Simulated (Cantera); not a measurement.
A closed system holds: 1 mol SiHCl3, 51 mol N2, 5.9 mol H2, at 2050 K and 1.33 mbar.

These are equilibrium values from Cantera (NASA tables, ideal gas, pure condensed phases), not measurements of a reactor. Candidate condensed phases: NH4Cl, Si, Si3N4; 28 gas species. The tables' values for SiCl, SiN are old estimates; treat these amounts as uncertain. Rates play no part.

Base state: N2 0.847, H2 0.0809, HCl 0.0329, H 0.0177, Si 0.0101, Cl 0.00532, SiCl2 0.00527, SiCl 0.00100 (mole fractions); condensed: gas only.

### Question
What changes in the equilibrium state with this change: temperature from 2050 K to 1273 K?

### Answer
| species | before | after |
|---|---|---|
| N2 | 0.847 | 0.864 |
| H2 | 0.0809 | 0.0845 |
| HCl | 0.0329 | 0.0508 |
| H | 0.0177 | 5.68e-6 |
| Si | 0.0101 | <1e-9 |
| SiCl2 | 0.00527 | 0.000278 |
| SiCl | 0.00100 | 2.16e-9 |
| SiN | 7.86e-5 | <1e-9 |
| Si3N4(s), mol | 0 | 0.327 |
N2 is the only nitrogen source here; it is nearly inert below about 1500 K, so the nitride shown seldom forms there in practice. The tables' values for SiCl3 are old estimates; treat these amounts as uncertain.

### Question
What changes in the equilibrium state with this change: temperature from 2050 K to 1050 K?

### Answer
| species | before | after |
|---|---|---|
| N2 | 0.847 | 0.864 |
| H2 | 0.0809 | 0.0842 |
| HCl | 0.0329 | 0.0514 |
| H | 0.0177 | 6.45e-8 |
| Si | 0.0101 | <1e-9 |
| SiCl4 | 3.76e-9 | 2.97e-5 |
| SiCl | 0.00100 | <1e-9 |
| Cl | 0.00532 | 3.59e-8 |
| SiN | 7.86e-5 | <1e-9 |
| SiH | 6.35e-5 | <1e-9 |
| Si2 | 2.05e-5 | <1e-9 |
| Si3N4(s), mol | 0 | 0.333 |
N2 is the only nitrogen source here; it is nearly inert below about 1500 K, so the nitride shown seldom forms there in practice.
